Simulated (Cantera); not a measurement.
Cantera run, input and output.

```python
import numpy as np
import cantera as ct

gas = ct.Solution("gri30.yaml")
gas.TPX = 1375, 68000, {'CH4': 1, 'C2H6': 0.031, 'C3H8': 1.4, 'O2': 5.36, 'N2': 20.1}
reactor = ct.IdealGasConstPressureReactor(gas, energy="on", clone=False)
net = ct.ReactorNet([reactor])
net.rtol, net.atol = 1e-08, 1e-16
show = ['CH4', 'C2H6', 'C3H8', 'NO', 'OH', 'H2O2']
times = np.geomspace(5e-06, 0.5, 12)

steps = ct.SolutionArray(gas, extra=["t"])
rows = []
print(f"{'t/s':>10s}{'T/K':>9s}{'P/Pa':>11s}" + "".join(f"{s:>11s}" for s in show))
for t in times:
    while net.time < t:
        t_next = net.step()
        steps.append(gas.state, t=t_next)
    rows.append([np.interp(t, steps.t, y) for y in (steps.T, steps.P, *steps(*show).X.T)])
    print(f"{t:10.3e}{rows[-1][0]:9.1f}{rows[-1][1]:11.4g}" + "".join(f"{x:11.3e}" for x in rows[-1][2:]))
rate = np.gradient(steps.T, steps.t)
print("integrator steps:", len(steps.t))
if steps.T.max() > steps.T[0] + 200:
    print(f"time of steepest temperature rise: {steps.t[rate.argmax()]:.4e} s")
gas.TPX = 1375, 68000, {'CH4': 1, 'C2H6': 0.031, 'C3H8': 1.4, 'O2': 5.36, 'N2': 20.1}
gas.equilibrate("HP")
print(f"equilibrium (HP): T = {gas.T:.1f} K  " + "  ".join(f"{s} {gas[s].X[0]:.3e}" for s in show))
```

It prints:

```
       t/s      T/K       P/Pa        CH4       C2H6       C3H8         NO         OH       H2O2
 5.000e-06   1374.4    6.8e+04  3.585e-02  1.111e-03  5.011e-02  5.598e-16  4.813e-07  2.048e-07
 1.424e-05   1373.3    6.8e+04  3.584e-02  1.113e-03  4.988e-02  5.402e-15  1.733e-06  2.515e-06
 4.056e-05   1371.2    6.8e+04  3.578e-02  1.214e-03  4.886e-02  1.142e-13  4.272e-06  1.045e-05
 1.155e-04   1371.2    6.8e+04  3.577e-02  2.004e-03  4.539e-02  9.175e-13  5.294e-06  1.292e-05
 3.290e-04   1388.8    6.8e+04  3.572e-02  4.057e-03  3.218e-02  1.003e-11  1.576e-05  4.176e-05
 9.369e-04   2572.9    6.8e+04  4.503e-13  1.170e-25  4.961e-38  2.383e-04  5.155e-03  1.690e-08
 2.668e-03   2593.0    6.8e+04  7.516e-13  2.406e-25  1.731e-37  3.880e-04  4.520e-03  1.463e-08
 7.600e-03   2592.8    6.8e+04  7.880e-13  2.587e-25  1.946e-37  6.399e-04  4.443e-03  1.431e-08
 2.164e-02   2591.9    6.8e+04  7.953e-13  2.630e-25  1.990e-37  7.950e-04  4.419e-03  1.420e-08
 6.164e-02   2591.8    6.8e+04  7.957e-13  2.632e-25  1.993e-37  8.032e-04  4.418e-03  1.419e-08
 1.756e-01   2591.8    6.8e+04  7.957e-13  2.632e-25  1.993e-37  8.032e-04  4.418e-03  1.419e-08
 5.000e-01   2591.8    6.8e+04  7.957e-13  2.632e-25  1.993e-37  8.032e-04  4.418e-03  1.419e-08
integrator steps: 1817
time of steepest temperature rise: 4.9845e-04 s
equilibrium (HP): T = 2591.8 K  CH4 9.071e-13  C2H6 3.318e-25  C3H8 2.718e-37  NO 8.032e-04  OH 4.418e-03  H2O2 1.419e-08
```

Detailed kinetics in Cantera: GRI-Mech 3.0 (53 species, 325 reactions). GRI-Mech 3.0 was tuned for natural gas; its chemistry of propane as a main component is partial and can be far from experiment.
